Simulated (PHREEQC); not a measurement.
# City or well water

A made-up water analysis in mmol/kgw, 25 °C, pH 8.25, pe -1.6:

```csv
constituent,mmol/kgw
Na,0.978
K,0.0477
Ca,0.381
Mg,0.0112
Cl,0.378
S(6),0.294
Alkalinity (meq/kgw),0.871
Si,0.00274
Sr,0.000894
```

Valence states are taken as typed.

Equilibrium calculation in PHREEQC: ion-association model, phreeqc.dat.

No solid was allowed to form.

Q: Predict the specific conductance, charge-balance error.

A: specific conductance 198 µS/cm; charge-balance error -0.7 %.

Q: In which forms is C present?

A: HCO3- 97 %, CO2 1.2 %, CO3-2 1.0 % of the C.
